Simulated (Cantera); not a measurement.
A closed system holds: 1 mol FeS2, 1.8 mol H2, at 1048.15 K and 1 atm.

Equilibrium computed with Cantera from the NASA thermochemical tables; the gas is ideal and each condensed phase is pure. Candidate condensed phases: Fe, FeS, FeS2, S; 8 gas species. FeS: taken at fixed stoichiometry. Gases not in the tables: S3 to S7. Kinetics and transport are ignored.

Base state: H2S 0.555, H2 0.445, S2 0.000225, SH 1.24e-5 (mole fractions); condensed: FeS(s).

### Question
What changes in the equilibrium state with this change: FeS2 replaced by Nb2O5?

### Answer
```tsv
species	before	after
H2	0.445	0.992
H2O	0	0.00766
H2S	0.555	0
S2	0.000225	0
SH	1.24e-5	0
FeS(s), mol	1.00	0
NbO2(s), mol	0	0.0276
Nb2O5(s), mol	0	0.986
```
Mutual solubility and eutectic melting of coexisting phases are not modelled. Condensed phases not in the tables: the oxides between NbO2 and Nb2O5. Further candidate phases: H2O, Nb, NbO, NbO2, Nb2O5.

### Question
What changes in the equilibrium state with this change: pressure from 1 atm to 0.000670 bar?

### Answer
| species | before | after |
|---|---|---|
| H2 | 0.445 | 0.571 |
| H2S | 0.555 | 0.348 |
| S2 | 0.000225 | 0.0812 |
| SH | 1.24e-5 | 0.000266 |
| FeS(s), mol | 1.00 | 1.00 |
